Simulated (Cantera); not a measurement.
A freely propagating, adiabatic, planar premixed flame of CH4 : C2H6 : C3H8 : O2 : N2 = 1 : 0.69 : 1.5 : 13.4 : 50.3 (molar parts), equivalence ratio 0.89, unburnt at 398 K and 5400 Torr; mixture-averaged transport, grid criteria slope 0.08 and curve 0.16, no radiation.

Computed with Cantera and GRI-Mech 3.0 (53 species, 325 reactions). GRI-Mech 3.0 was tuned for natural gas; its chemistry of propane as a main component is partial and can be far from experiment. Burning velocities carry a grid error of a few per cent, more on coarse grids.

Task: What does this change do: 2.7 parts CO2 added?

Result: 
| quantity | before | after |
|---|---|---|
| laminar burning velocity | 35.1 cm/s | 27.2 cm/s |
| thermal thickness | 0.0793 mm | 0.0953 mm |
| peak x(C2H4) | 0.00587 | 0.00545 |
| peak x(CH3) | 0.000940 | 0.000726 |

Task: What does this change do: N2 50.3 to 65 parts?

Result: 
```
quantity                     before      after
------------------------  ---------  ---------
laminar burning velocity  35.1 cm/s  18.3 cm/s
thermal thickness         0.0793 mm   0.130 mm
peak x(C2H4)                0.00587    0.00441
peak x(CH3)                0.000940   0.000461
```
